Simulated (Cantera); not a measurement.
An adiabatic, constant-volume homogeneous reactor starts with 10.3 % CH4, 1.65 % CO, 23.8 % O2, 64.3 % N2, equivalence ratio 0.90, at 1200 K and 22.7 atm.

Computed with Cantera and GRI-Mech 3.0 (53 species, 325 reactions). The pressure lies above the range GRI-Mech 3.0 was tuned for (to about 10 atm). Above 3000 K some thermodynamic fits are extrapolated.

Problem. Predict: time of steepest temperature rise; temperature at 4.00 s; equilibrium temperature; x(CO) at 4.00 s; x(O2) at 4.00 s; x(H) at 4.00 s; x(H2O) at 4.00 s; x(H2O2) at 4.00 s.

Solution. 
```
Item                                                                Result
---------------------------------  ---------------------------------------
time of steepest temperature rise                                  1.66 ms
temperature at 4.00 s                                               3186 K
equilibrium temperature                                             3186 K
x(CO) at 4.00 s                      0.0368 (gas-phase equilibrium 0.0368)
x(O2) at 4.00 s                      0.0298 (gas-phase equilibrium 0.0298)
x(H) at 4.00 s                     0.00354 (gas-phase equilibrium 0.00354)
x(H2O) at 4.00 s                       0.177 (gas-phase equilibrium 0.177)
x(H2O2) at 4.00 s                  5.46e-6 (gas-phase equilibrium 5.46e-6)
```
